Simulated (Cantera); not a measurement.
What does this Cantera script print?

```python
import numpy as np
import cantera as ct

gas_names = """
    CL CL2 H HCL H2 Si SiCL SiCL2 SiCL3 SiCL4 SiH SiHCL3 SiH2 SiH2CL2 SiH3 SiH3CL SiH4 Si2 Si3
""".split()
cond_names = """
    Si(cr) Si(L)
""".split()


def load(file, names, dense=False):
    # The tables refer to 1 bar. Condensed volumes are neglected.
    table = {s.name: s for s in ct.Species.list_from_file(file)}
    out = []
    for n in names:
        d = dict(table[n].input_data)
        d["thermo"] = dict(d["thermo"], **{"reference-pressure": 1e5})
        if dense:
            d["equation-of-state"] = {"model": "constant-volume", "density": "1e6 g/cm^3"}
        out.append(ct.Species.from_dict(d))
    return out


gas = ct.Solution(thermo="ideal-gas", species=load("nasa_gas.yaml", gas_names))
cond = {s.name: ct.Solution(thermo="fixed-stoichiometry", species=[s], name=s.name)
        for s in load("nasa_condensed.yaml", cond_names, dense=True)}
atoms = {
    'Si': {'Si': 1},
    'HCl': {'H': 1, 'CL': 1},
    'H2': {'H': 2},
}
top_T = {}  # K; cautious upper limits of use, not melting points


def equilibrate(T, P, feed):
    n = {}
    for name, mol in feed.items():
        for a, k in atoms[name].items():
            n[a] = n.get(a, 0.0) + k * mol
    gas.TPX = T, P, n
    mass = sum(n.values()) * gas.mean_molecular_weight
    gas.equilibrate("TP")
    valid = [c for c in cond.values() if c.min_temp <= T <= top_T.get(c.name, c.max_temp)]
    mix = ct.Mixture([(gas, mass / gas.mean_molecular_weight)] + [(c, 0.0) for c in valid])
    mix.T, mix.P = T, P
    mix.equilibrate("TP", solver="vcs", rtol=1e-11, max_steps=5000)
    return mix


results = []
feed = {'Si': 1, 'HCl': 3.6, 'H2': 0.92}  # mol
T = 773  # K
for P in [10000, 19000, 36000, 67000, 130000, 240000, 450000, 840000, 1600000, 3000000]:
    mix = equilibrate(T, P, feed)
    results.append((T, P, feed, dict(zip(mix.species_names, mix.species_moles))))

top = {s: max(r[3][s] / sum(r[3][g] for g in gas_names) for r in results) for s in gas_names}
cols = sorted((s for s in top if top[s] > 0.001), key=lambda s: -top[s])[:9]
seen = [c for c in cond_names if any(r[3].get(c, 0) > 1e-12 for r in results)]
print("log10 of partial pressures in bar; condensed amounts in mol")
print(f"{'P/Pa':>10s}" + "".join(f"{s[:9]:>10s}" for s in cols + seen))
for T, P, feed, n in results:
    ng = sum(n[g] for g in gas_names)
    print(f"{P:10.4g}" + "".join(f"{np.log10(max(n[s] / ng * P / 1e5, 1e-99)):10.3f}" for s in cols)
          + "".join(f"{n.get(c, 0):10.4g}" for c in seen))
```

Result:

```
log10 of partial pressures in bar; condensed amounts in mol
      P/Pa        H2     SiCL4    SiHCL3   SiH2CL2       HCL    Si(cr)
     1e+04    -1.135    -1.676    -2.270    -3.979    -3.742   0.05173
   1.9e+04    -0.858    -1.409    -1.931    -3.568    -3.537   0.04381
   3.6e+04    -0.582    -1.145    -1.595    -3.160    -3.333   0.03495
   6.7e+04    -0.314    -0.890    -1.270    -2.765    -3.135   0.02532
   1.3e+05    -0.029    -0.621    -0.925    -2.345    -2.925   0.01386
   2.4e+05     0.235    -0.374    -0.609    -1.957    -2.732   0.00208
   4.5e+05     0.508    -0.105    -0.327    -1.664    -2.471         0
   8.4e+05     0.779     0.166    -0.056    -1.393    -2.200         0
   1.6e+06     1.059     0.446     0.224    -1.113    -1.920         0
     3e+06     1.332     0.719     0.497    -0.840    -1.647         0
```

These are equilibrium values from Cantera (NASA tables, ideal gas, pure condensed phases), not measurements of a reactor. The tables' values for SiCl3 are old estimates; treat these amounts as uncertain.
